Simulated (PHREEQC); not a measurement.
## Spent oxide etchant: an equilibrium model

Dissolve 0.011 mol HF, 6.7e-05 mol H2SiF6, 0.0028 mol HBF4 and 0.053 mol HNO3 per kg of water at 25 °C. Closed to the air; pH follows from the charge balance.

The numbers come from PHREEQC with the ion-association model, phreeqc.dat.

This is a speciation only: nothing precipitates in the calculation.

Task: Predict the pH.

Result: pH 1.32.

Task: In which forms is F present?

Result: HF 51 %, BF4- 45 %, SiF6-2 1.8 %, BF3OH- 1.1 %, F- 0.9 % of the F.

SiF6-2 is the database's only silicon fluoride. Real BF4- forms and hydrolyses slowly; the run takes it at equilibrium.
